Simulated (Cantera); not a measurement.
An isothermal, constant-pressure homogeneous reactor starts with C₂H₆ : N₂ = 1 : 63 (molar parts), at 1475 K and 0.0188 atm. Integrator tolerance rtol = 1e-08.

Cantera simulation using GRI-Mech 3.0 (53 species, 325 reactions); the numbers are that mechanism's predictions, not measurements. GRI-Mech 3.0 stops at C3 and has no aromatics, soot or wall deposition, so with more carbon than oxygen in the feed, carbon stays in small species such as C2H2 where larger ones or solid carbon would form. Radical loss at walls, strong at low pressure, is not modelled.

| quantity | before | after |
|---|---|---|
| x(C₂H₆) at 40.0 s | 1.01e-7 (gas-phase equilibrium 3.50e-12) | 5.43e-8 (gas-phase equilibrium <1e-12) |
| x(H₂) at 40.0 s | 0.0282 (gas-phase equilibrium 0.0303) | 0.0276 (gas-phase equilibrium 0.0303) |
| x(CH₃) at 40.0 s | 1.28e-5 (gas-phase equilibrium 6.46e-8) | 3.24e-5 (gas-phase equilibrium 1.81e-8) |
| x(HCN) at 40.0 s | 2.68e-6 (gas-phase equilibrium 0.0247) | 6.14e-6 (gas-phase equilibrium 0.0247) |
| x(CH₂) at 40.0 s | 4.54e-9 (gas-phase equilibrium 2.82e-11) | 2.21e-8 (gas-phase equilibrium 2.82e-11) |
| x(H) at 40.0 s | 1.26e-5 (gas-phase equilibrium 1.65e-5) | 2.45e-5 (gas-phase equilibrium 5.87e-5) |

**Question.** Name the change that produced these shifts.
(A) pressure from 0.0188 atm to 0.00148 atm
(B) temperature 1475 to 1425 K
(C) temperature 1475 to 1575 K
(D) N2 63 to 260 parts

**Answer.** A, pressure from 0.0188 atm to 0.00148 atm
